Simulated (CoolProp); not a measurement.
1,2-dichloroethane along the isotherm 500 K: Z from the reference equation and from simpler models built on Tc = 561.6 K, pc = 5226 kPa, ω = 0.269; each cubic takes its own stable root.

Values from CoolProp's reference Helmholtz-energy equation of state, Thol 2015.

```
p (kPa)   phase  reference
-------  ------  ---------
3270     liquid    0.08883
6530     liquid     0.1727
9800     liquid     0.2539
13100    liquid     0.3336
16300    liquid     0.4093
19600    liquid     0.4858
22900    liquid     0.5611
26100    liquid     0.6331
```

Question: How far does each simpler model (Redlich-Kwong, Soave-Redlich-Kwong) lie from the reference over these 8 states: mean and median of the absolute difference, and the worst?

Answer: 
- Redlich-Kwong: mean 18.2 %, median 16.9 %, worst +27.1 % at 500 K and 3270 kPa
- Soave-Redlich-Kwong: mean 14.8 %, median 14.1 %, worst +20.2 % at 500 K and 3270 kPa
